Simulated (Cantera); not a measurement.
Mixture: 15.6 % H2, 17.8 % O2, 66.6 % N2, at 5.00 bar, adiabatic and at constant volume. Ignition delay is the time to a rise of 400 K.

Detailed kinetics in Cantera: the H2/O2 subset of GRI-Mech 3.0, which has no nitrogen chemistry. The hydrogen kinetics of GRI-Mech 3.0 are dated; newer H2 mechanisms differ, most at raised pressure. Below about 950 K walls govern HO2 and H2O2 in real vessels.

At T0 = 1225 K, what is the delay, and which 6 reactions control it most (d ln τ / d ln k, from doubling and halving each rate constant)?

The delay is 12.5 µs.
```csv
reaction,d ln τ / d ln k,faster rate
H + O2 <=> O + OH,-1.56,shortens it
H + O2 + N2 <=> HO2 + N2,0.59,lengthens it
H2 + O <=> H + OH,-0.26,shortens it
H + O2 + M <=> HO2 + M,0.19,lengthens it
H2 + OH <=> H + H2O,-0.12,shortens it
H + O2 + O2 <=> HO2 + O2,0.10,lengthens it
```
